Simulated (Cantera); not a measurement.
A Cantera script and what it prints.

```python
import numpy as np
import cantera as ct

gas_names = """
    AL ALH ALO ALOH ALO2 ALO2H AL2 AL2O AL2O2 H HALO HO2 H2 H2O H2O2 O OH O2 O3
""".split()
cond_names = """
    AL(cr) AL(L) AL2O3(a) AL2O3(L) H2O(s) H2O(L)
""".split()


def load(file, names, dense=False):
    # The tables refer to 1 bar. Condensed volumes are neglected.
    table = {s.name: s for s in ct.Species.list_from_file(file)}
    out = []
    for n in names:
        d = dict(table[n].input_data)
        d["thermo"] = dict(d["thermo"], **{"reference-pressure": 1e5})
        if dense:
            d["equation-of-state"] = {"model": "constant-volume", "density": "1e6 g/cm^3"}
        out.append(ct.Species.from_dict(d))
    return out


gas = ct.Solution(thermo="ideal-gas", species=load("nasa_gas.yaml", gas_names))
cond = {s.name: ct.Solution(thermo="fixed-stoichiometry", species=[s], name=s.name)
        for s in load("nasa_condensed.yaml", cond_names, dense=True)}
atoms = {
    'Al2O3': {'AL': 2, 'O': 3},
    'H2': {'H': 2},
}
top_T = {}  # K; cautious upper limits of use, not melting points


def equilibrate(T, P, feed):
    n = {}
    for name, mol in feed.items():
        for a, k in atoms[name].items():
            n[a] = n.get(a, 0.0) + k * mol
    gas.TPX = T, P, n
    mass = sum(n.values()) * gas.mean_molecular_weight
    gas.equilibrate("TP")
    valid = [c for c in cond.values() if c.min_temp <= T <= top_T.get(c.name, c.max_temp)]
    mix = ct.Mixture([(gas, mass / gas.mean_molecular_weight)] + [(c, 0.0) for c in valid])
    mix.T, mix.P = T, P
    mix.equilibrate("TP", solver="vcs", rtol=1e-11, max_steps=5000)
    return mix


results = []
feed = {'Al2O3': 1, 'H2': 3.6}  # mol
P = 133.322  # Pa
for T in [975, 1125, 1275, 1425, 1575, 1725, 1875, 2025, 2175, 2325]:
    mix = equilibrate(T, P, feed)
    results.append((T, P, feed, dict(zip(mix.species_names, mix.species_moles))))

top = {s: max(r[3][s] / sum(r[3][g] for g in gas_names) for r in results) for s in gas_names}
cols = sorted((s for s in top if top[s] > 0.001), key=lambda s: -top[s])[:6]
seen = [c for c in cond_names if any(r[3].get(c, 0) > 1e-12 for r in results)]
print("log10 of partial pressures in bar; condensed amounts in mol")
print(f"{'T/K':>10s}" + "".join(f"{s[:9]:>10s}" for s in cols + seen))
for T, P, feed, n in results:
    ng = sum(n[g] for g in gas_names)
    print(f"{T:10.4g}" + "".join(f"{np.log10(max(n[s] / ng * P / 1e5, 1e-99)):10.3f}" for s in cols)
          + "".join(f"{n.get(c, 0):10.4g}" for c in seen))
```

Output:

```
log10 of partial pressures in bar; condensed amounts in mol
       T/K        H2         H       H2O        AL      AL2O  AL2O3(a)
       975    -2.875   -10.379   -14.261   -14.738   -17.558         1
      1125    -2.875    -8.790   -12.084   -12.380   -14.639         1
      1275    -2.875    -7.570   -10.396   -10.631   -12.487         1
      1425    -2.875    -6.604    -9.056    -9.276   -10.828         1
      1575    -2.876    -5.819    -7.971    -8.192    -9.508         1
      1725    -2.877    -5.170    -7.077    -7.307    -8.436    0.9999
      1875    -2.883    -4.625    -6.328    -6.573    -7.552    0.9995
      2025    -2.899    -4.165    -5.699    -5.959    -6.817    0.9979
      2175    -2.937    -3.780    -5.174    -5.446    -6.207    0.9924
      2325    -3.018    -3.467    -4.752    -5.022    -5.710    0.9763
```

These are equilibrium values from Cantera (NASA tables, ideal gas, pure condensed phases), not measurements of a reactor. The tables' values for AlOH are old estimates; treat these amounts as uncertain.
